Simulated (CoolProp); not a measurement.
Values from CoolProp's reference Helmholtz-energy equation of state, Zhou 2011.

**Question.** For dimethyl carbonate, give the phase and the Joule-Thomson coefficient (K/MPa) at 303.2 K and 1.01 bar; 369.1 K and 1.01 bar; 418.4 K and 1.01 bar.

**Answer.** 
- 303.2 K and 1.01 bar: liquid; Joule-Thomson coefficient -0.318
- 369.1 K and 1.01 bar: gas; Joule-Thomson coefficient 22.8
- 418.4 K and 1.01 bar: gas; Joule-Thomson coefficient 15.1
